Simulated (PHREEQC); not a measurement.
PHREEQC input (Pitzer model, pitzer.dat):

```
SOLUTION 1
  temp 40
  units mol/kgw
  pH 7 charge
  Cl 0.05
  Na 0.086
  S(6) 0.018
END
USE solution 1
INCREMENTAL_REACTIONS false
REACTION 1
  H2O -1
  0 9.886 18.011 24.689 30.178 34.689 38.397 41.444
  43.949 46.007 47.699 49.089 50.232 51.172 51.944 52.578
  53.1 53.528 53.88 54.17 54.408 54.603 54.764 54.896
  55.005 55.094 55.168 55.228 moles
EQUILIBRIUM_PHASES 1
  Halite 0 0
  Mirabilite 0 0
  Thenardite 0 0
SELECTED_OUTPUT 1
  -reset false
  -pH true
  -pe true
  -ionic_strength true
  -water true
  -activities H2O
  -totals Cl Na S
  -molalities H+ Na+ Cl- SO4-2 OH- HSO4-
  -equilibrium_phases Halite Mirabilite Thenardite
PRINT
  -reset false
END
```

Selected output (columns that matter, 12 of 28 rows; water left (kg) added in front):

```
water left (kg)	pH	mu	Cl	Na	S	m_H+	m_Na+	m_Cl-	m_SO4-2	m_OH-	la_H2O	Halite	Thenardite
1	6.8973	0.104	0.05	0.086	0.018	1.6767e-07	0.086	0.05	0.018	3.0521e-07	-0.0010802	0	0
0.675514	6.9187	0.15396	0.074018	0.12731	0.026646	1.6572e-07	0.12731	0.074018	0.026646	3.339e-07	-0.00158	0	0
0.375043	6.9502	0.2773	0.13332	0.22931	0.047994	1.6294e-07	0.22931	0.13332	0.047994	3.8357e-07	-0.0027984	0	0
0.253345	6.9696	0.41051	0.19736	0.33946	0.071049	1.6097e-07	0.33946	0.19736	0.071049	4.2024e-07	-0.0041026	0	0
0.140655	6.9939	0.7394	0.35548	0.61143	0.12797	1.566e-07	0.61143	0.35548	0.12797	4.7749e-07	-0.0073129	0	0
0.0950203	7.0054	1.0945	0.5262	0.90507	0.18943	1.512e-07	0.90507	0.5262	0.18943	5.1407e-07	-0.010803	0	0
0.0527548	7.0142	1.9714	0.94778	1.6302	0.3412	1.3447e-07	1.6302	0.94778	0.3412	5.5908e-07	-0.019702	0	0
0.0356396	7.0143	2.9181	1.4029	2.413	0.50506	1.1366e-07	2.413	1.4029	0.50506	5.7801e-07	-0.029985	0	0
0.0197855	7.0097	5.2564	2.5271	4.3466	0.90976	6.5727e-08	4.3466	2.5271	0.90976	5.8907e-07	-0.059315	0	0
0.0133718	6.9795	7.1639	3.7392	6.0223	1.1415	3.5983e-08	6.0223	3.7392	1.1415	5.6429e-07	-0.092626	0	0.0027355
0.0074265	6.7463	7.3925	5.7647	6.8499	0.54261	2.7269e-08	6.8499	5.7647	0.5426	3.6371e-07	-0.12936	0.0071887	0.01397
0.00501236	6.7463	7.3925	5.7647	6.8499	0.54261	2.7269e-08	6.8499	5.7647	0.5426	3.6371e-07	-0.12936	0.021105	0.01528
```

Constants without temperature data keep their 25 °C values here.
